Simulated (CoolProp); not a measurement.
A Linde-Hampson liquefier for normal hydrogen: isothermal reversible compression at 200 K from 1 atm to 10 MPa, throttling to 1 atm, return gas leaving the recuperator 5 K below the feed. Each further row changes one setting.

Computed with CoolProp (reference Helmholtz-energy equation of state, Leachman 2009).

| case | compression work (kJ/kg of gas) |
|---|---|
| as stated | 3850 |
| high pressure 20 MPa | 4480 |
| warm-end temperature 230 K | 4420 |
| warm-end gap 10 K | 3850 |
